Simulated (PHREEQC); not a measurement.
**Spent oxide etchant (model solution)**

A solution holds 0.2 mol/kgw HF, 0.11 mol/kgw H2SiF6 and 0.043 mol/kgw H3BO3, at 80 °C. Closed to the air; pH follows from the charge balance.

All values are PHREEQC results (ion-association model, wateq4f.dat), not measurements.

Each row changes one thing in this solution. No solid was allowed to form.

| case | pH | ionic strength (mol/kgw) | HF (mol/kgw) | BF4- (mol/kgw) | H4SiO4 (mol/kgw) | H2F2 (mol/kgw) | SI of SiO2(a) (SiO2) |
|---|---|---|---|---|---|---|---|
| as made | 0.72 | 0.359 | 0.0573 | 0.0412 | 0.00449 | 0.00106 | +0.03 |
| diluted 5-fold with water | 1.43 | 0.0628 | 0.0308 | 0.00751 | 0.00379 | 0.000286 | -0.08 |
| temperature from 80 to 5 °C | 0.69 | 0.373 | 0.0227 | 0.0425 | 5.89e-7 | 0.00292 | -3.30 |
| temperature from 80 to 40 °C | 0.69 | 0.372 | 0.0286 | 0.0418 | 0.000148 | 0.00134 | -1.19 |
| temperature from 80 to 60 °C | 0.70 | 0.368 | 0.0378 | 0.0413 | 0.00130 | 0.00106 | -0.39 |

Some of these states are supersaturated (in Quartz (slow to form), Chalcedony (slow to form), for instance). Constants without temperature data keep their 25 °C values here. SiF6-2 is the database's only silicon fluoride. Real BF4- forms and hydrolyses slowly; the run takes it at equilibrium.
